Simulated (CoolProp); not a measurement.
Vapour-liquid equilibrium of propylene (1) + R142b (2) at -40.85 °C; x and y are mole fractions of (1).

Computed with CoolProp (multi-fluid Helmholtz-energy mixture model, Lemmon 2013 and Lemmon 2006; pair parameters Bell 2016).

```csv
x,"bubble pressure, mixture model (MPa)","bubble pressure, Raoult's law (MPa)","y, mixture model","y, Raoult's law"
0.05,0.02999,0.02843,0.276,0.240
0.15,0.04434,0.03980,0.558,0.514
0.25,0.05803,0.05117,0.698,0.667
0.35,0.07072,0.06255,0.781,0.764
0.45,0.08232,0.07392,0.836,0.831
0.55,0.09294,0.08529,0.876,0.880
0.65,0.1028,0.09667,0.908,0.918
0.75,0.1123,0.1080,0.935,0.947
0.85,0.1217,0.1194,0.961,0.971
0.95,0.1314,0.1308,0.986,0.991
```

The largest gap from Raoult's law is +13.4 % in bubble pressure, at x = 0.25. No azeotrope shows between x = 0.05 and 0.95.

The pair parameters rest on a limited set of measurements; away from them the model extrapolates.
